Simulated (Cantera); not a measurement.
**Thermodynamics of iron carbonyl, mercury and lead vapours, feed Fe(CO)5 + H2**

Input: 1 mol Fe(CO)5, 0.74 mol H2, equilibrated at 4.50 mbar.

Cantera equilibrium calculation (NASA polynomials, part measured and part estimated; ideal gas, pure solids and liquids). Candidate condensed phases: C, C6H6, C7H8, C8H18, Fe, Fe(CO)5, FeO, Fe(OH)2, Fe(OH)3, Fe2O3, Fe3O4, H2O; 114 gas species. Condensed phases not in the tables: cementite and carbon dissolved in iron. Rates play no part.

```tsv
T (K)	x CO	x H2	x CO2	x H2O	x CH4	x H	x Fe	n C(graphite)	n Fe(α)	n Fe(γ)
1048	0.870	0.129	0.000756	9.44e-5	4.37e-6	4.14e-8	3.12e-11	0.00485	1.00	0
1073	0.871	0.129	0.000480	6.57e-5	3.44e-6	7.50e-8	9.21e-11	0.00311	1.00	0
1098	0.871	0.129	0.000311	4.64e-5	2.73e-6	1.32e-7	2.59e-10	0.00204	1.00	0
1123	0.871	0.129	0.000206	3.33e-5	2.19e-6	2.28e-7	6.92e-10	0.00136	1.00	0
1148	0.871	0.129	0.000139	2.43e-5	1.78e-6	3.83e-7	1.77e-9	0.000926	1.00	0
1173	0.871	0.129	9.52e-5	1.79e-5	1.45e-6	6.31e-7	4.36e-9	0.000641	1.00	0
1198	0.871	0.129	6.64e-5	1.34e-5	1.20e-6	1.02e-6	1.03e-8	0	0	1.00
1223	0.871	0.129	4.70e-5	1.02e-5	9.96e-7	1.61e-6	2.35e-8	0	0	1.00
1248	0.871	0.129	3.37e-5	7.77e-6	8.34e-7	2.50e-6	5.18e-8	0	0	1.00
1273	0.871	0.129	2.45e-5	6.01e-6	7.03e-7	3.82e-6	1.11e-7	0	0	1.000
```
x: gas mole fraction; n: condensed amount in mol.

From 1048 K to 1173 K the condensed part is C(graphite) + Fe(α). From 1198 K to 1273 K the condensed part is Fe(γ).
